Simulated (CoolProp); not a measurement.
The fluid at 293.15 K and 14.7 MPa flows at 1.6 m/s in a round tube of 100 mm bore and 45 µm roughness, fully developed (64/Re and Nu = 3.66 if laminar; Colebrook and Gnielinski if turbulent). The same conditions are run with several fluids, on thermodynamics alone (safety and materials aside).

Computed with CoolProp (reference Helmholtz-energy equation of state of each fluid (R227EA: Lemmon 2016; ethanol: Schroeder 2014; R507A: Lemmon 2003; n-octane: Beckmüller 2019; toluene: Lemmon 2006)). Blends and air are pseudo-pure fits.

Q: Rank R227EA, ethanol, R507A, n-octane, toluene by Reynolds number, highest first.

A: R507A (988000), R227EA (709000), toluene (212000), n-octane (181000), ethanol (98800)

```tsv
fluid	Darcy friction factor	pressure drop (Pa/m)	heat-transfer coefficient (W/(m² K))	mass flow (kg/h)
R227EA	0.0171	325	2520	67300
ethanol	0.0202	207	1610	36300
R507A	0.0169	251	3080	52700
n-octane	0.0187	171	1760	32300
toluene	0.0185	207	1890	39700
```

Transport values come from each fluid's own correlations; those of R227EA are estimates that may be off by 10 % or more.
